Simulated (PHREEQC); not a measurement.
Consider water at 12 °C with 0.064 mol/kgw CuCl2, 0.0018 mol/kgw HCl and 0.088 mol/kgw NaCl. Closed to the air; pH follows from the charge balance.

All values are PHREEQC results (ion-association model, wateq4f.dat), not measurements.

Precipitation was switched off in this run.

Order these Cu species by the share of Cu that they hold, largest first: CuCl2, CuCl+, Cu+2.

Cu+2 (92 %), CuCl+ (8.1 %), CuCl2 (0.37 %)

The pH is 2.85 and the ionic strength 0.271 mol/kgw. Away from 25 °C the constants follow the database's enthalpies or fits; those with neither stay at their 25 °C values.
